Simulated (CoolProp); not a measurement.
Values from CoolProp's reference Helmholtz-energy equation of state, Lemmon and Jacobsen 2000.

### Question
For R143a, give the phase and the Z, cv (kJ/(kg K)), speed of sound (m/s), isothermal compressibility (1/MPa) at 295.3 K and 4.18 MPa.

### Answer
- 295.3 K and 4.18 MPa: liquid; Z 0.148, cv 0.977, speed of sound 462, isothermal compressibility 0.00772
